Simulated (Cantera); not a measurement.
Cantera run, input and output.

```python
import numpy as np
import cantera as ct

gas = ct.Solution("gri30.yaml")


def delay(T, t_max=10):
    gas.TPX = T, 980000, {'CO': 1, 'H2': 0.63, 'CH4': 0.064, 'O2': 0.449, 'N2': 2.29, 'H2O': 1}
    reactor = ct.IdealGasReactor(gas, clone=False)
    net = ct.ReactorNet([reactor])
    net.rtol, net.atol = 1e-8, 1e-16
    while net.time < t_max:
        t_old, T_old = net.time, reactor.T
        net.step()
        if reactor.T > T + 400:  # ignition: a rise of 400 K
            return t_old + (T + 400 - T_old) / (reactor.T - T_old) * (net.time - t_old)
    return np.nan


taus = []
for T in [975, 1025, 1075, 1125, 1175, 1225, 1275, 1325, 1375, 1425]:
    taus.append(delay(T))
    print(f"T0 = {T:6g} K   tau = {taus[-1]:.4e} s")
```

Output:

```
T0 =    975 K   tau = 1.0369e-02 s
T0 =   1025 K   tau = 3.6292e-03 s
T0 =   1075 K   tau = 1.3895e-03 s
T0 =   1125 K   tau = 5.7263e-04 s
T0 =   1175 K   tau = 2.5133e-04 s
T0 =   1225 K   tau = 1.1703e-04 s
T0 =   1275 K   tau = 5.8036e-05 s
T0 =   1325 K   tau = 3.0968e-05 s
T0 =   1375 K   tau = 1.7944e-05 s
T0 =   1425 K   tau = 1.1304e-05 s
```

Model: GRI-Mech 3.0 (53 species, 325 reactions), integrated in Cantera. Below about 1000 K GRI-Mech 3.0 lacks low-temperature oxidation paths.
